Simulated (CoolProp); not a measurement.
Vapour-liquid equilibrium of ethanol (1) + acetone (2) at 187.15 °C; x and y are mole fractions of (1).

Computed with CoolProp (multi-fluid Helmholtz-energy mixture model, Schroeder 2014 and Lemmon 2006; pair parameters Bell 2016).

Task: Give the bubble pressure and the first vapour's composition at x = 0.5, 0.65, 0.8. Is there an azeotrope?

Result: x = 0.5: 2.503 MPa, y = 0.504; x = 0.65: 2.492 MPa, y = 0.636; x = 0.8: 2.441 MPa, y = 0.777. y crosses x between x = 0.5 and 0.65: the model has an azeotrope there.

The pair parameters rest on a limited set of measurements; away from them the model extrapolates.
